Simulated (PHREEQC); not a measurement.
## Copper plating or etch bath (model solution)

A solution holds 16 mmol/kgw Cu(NO3)2, 1.8 mmol/kgw HNO3 and 170 mmol/kgw NaCl, at 25 °C. Closed to the air; pH follows from the charge balance.

The numbers come from PHREEQC with the ion-association model, phreeqc.dat.

Each row changes one thing in this solution. No solid was allowed to form.

```
case                               pH  ionic strength (mol/kgw)  Cu+2 (mol/kgw)  CuCl+ (mol/kgw)  CuCl2 (mol/kgw)  CuCl3- (mol/kgw)  SI of Halite (NaCl)
-------------------------------  ----  ------------------------  --------------  ---------------  ---------------  ----------------  -------------------
as made                          2.85                     0.215          0.0139          0.00200          8.70e-5           5.42e-8                -3.39
diluted 5-fold with water        3.51                    0.0437         0.00306         0.000139          1.70e-6          2.05e-10                  ___
temperature from 25 to 90 °C     2.85                       ___         0.00579              ___         0.000654           9.89e-7                -3.49
NaCl from 0.17 to 0.017 mol/kgw  2.82                    0.0662             ___         0.000315          1.76e-6          1.06e-10                -5.31
```

Task: Fill in the missing entries.

Result: 
- diluted 5-fold with water, SI of Halite (NaCl): -4.67
- temperature from 25 to 90 °C, ionic strength (mol/kgw): 0.199
- temperature from 25 to 90 °C, CuCl+ (mol/kgw): 0.00956
- NaCl from 0.17 to 0.017 mol/kgw, Cu+2 (mol/kgw): 0.0157

Constants without temperature data keep their 25 °C values here.
